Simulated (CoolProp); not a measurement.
Model: reference Helmholtz-energy equation of state, de Reuck 1990, in CoolProp.

Task: For fluorine, give the phase and the cp (kJ/(kg K)), speed of sound (m/s) at -5.85 °C and 3350 kPa; -77.55 °C and 49.3 kPa.

Result: 
- -5.85 °C and 3350 kPa: gas; cp 0.855, speed of sound 283
- -77.55 °C and 49.3 kPa: gas; cp 0.781, speed of sound 244
